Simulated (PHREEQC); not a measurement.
Model water analysis in mg/L, 20 °C, pH 6.68, pe 9:

```csv
constituent,mg/L
Na,33.3
K,377
Ca,412
Mg,44.3
Cl,362
S(6) as SO4,891
Alkalinity as HCO3,417
Cd,3.6
Pb,2.18
O(0) (dissolved oxygen),7.13
Ni,5.87
Sr,1.62
Br,47.5
```

Na is adjusted to close the charge balance.
Valence states are taken as typed.

Equilibrium calculation in PHREEQC: ion-association model, wateq4f.dat.

This is a speciation only: nothing precipitates in the calculation.

**Question.** Predict the ionic strength.

**Answer.** ionic strength 0.0460 mol/kgw.

**Question.** In which forms is Mg present?

**Answer.** Mg+2 74 %, MgSO4 23 %, MgHCO3+ 2.7 % of the Mg.

Examples of supersaturated solids here: Otavite, Cerrusite. Others may be too. The database's nickel carbonate constants are estimates that later reviews lower a good deal.
